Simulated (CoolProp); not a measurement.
Properties of isobutene along the isobar 101 kPa.

Model: reference Helmholtz-energy equation of state, Lemmon 2005, in CoolProp. It is a short technical equation, of lower accuracy than the large ones.

| T (°C) | phase | density (kg/m³) | isothermal compressibility (1/MPa) | expansivity (1/kK) |
|---|---|---|---|---|
| -29.85 | liquid | 651.9 | 0.001587 | 1.665 |
| -16.45 | liquid | 637.1 | 0.001853 | 1.750 |
| -2.95 | gas | 2.628 | 10.33 | 4.305 |
| 10.45 | gas | 2.486 | 10.26 | 3.984 |
| 23.95 | gas | 2.360 | 10.20 | 3.721 |
| 37.45 | gas | 2.248 | 10.15 | 3.501 |
| 50.85 | gas | 2.148 | 10.11 | 3.313 |
| 64.35 | gas | 2.056 | 10.08 | 3.148 |
| 77.85 | gas | 1.973 | 10.06 | 3.002 |
| 91.25 | gas | 1.897 | 10.04 | 2.873 |
| 104.75 | gas | 1.826 | 10.02 | 2.755 |
| 118.25 | gas | 1.761 | 10.01 | 2.648 |
